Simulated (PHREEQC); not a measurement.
Dissolve 4.5 mol KCl and 0.45 mol NaCl per kg of water at 25 °C. Closed to the air; pH follows from the charge balance.

The numbers come from PHREEQC with the Pitzer model, pitzer.dat.

The ionic strength comes out as 4.95 mol/kgw. What activity coefficients do Cl-, K+, Na+ get?

Cl- 0.59, K+ 0.60, Na+ 0.78. Single-ion values are on the MacInnes scale.

Precipitation was switched off in this run.
